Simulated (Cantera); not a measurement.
A closed system holds: 1 mol Si3N4, 0.011 mol C, 2.9 mol H2, at 2550 K and 0.0180 bar.

Equilibrium computed with Cantera from the NASA thermochemical tables; the gas is ideal and each condensed phase is pure. The tables' values for SiN are old estimates; treat these amounts as uncertain. Gases not in the tables: Si2H6 and higher silanes. Kinetics and transport are ignored.

| species | before | after |
|---|---|---|
| Si | 0.330 | 0.330 |
| H2 | 0.286 | 0.285 |
| N2 | 0.240 | 0.240 |
| Si2C | 0.00116 | 0.000718 |
| H | 0.124 | 0.124 |
| HNC | 1.75e-5 | 1.08e-5 |
| HCN | 0.000141 | 8.70e-5 |
| Si3 | 0.00120 | 0.00121 |
| Si2 | 0.00819 | 0.00822 |
| Si2N | 0.00151 | 0.00151 |
| SiN | 0.00203 | 0.00203 |
Gas species are given as mole fractions.

Question: Name the change that produced these shifts.
A. H2 from 2.9 to 0.054 mol
B. C from 0.011 to 0.0068 mol
C. temperature from 2550 K to 1948.15 K
D. temperature from 2550 K to 1650 K

Answer: B, C from 0.011 to 0.0068 mol
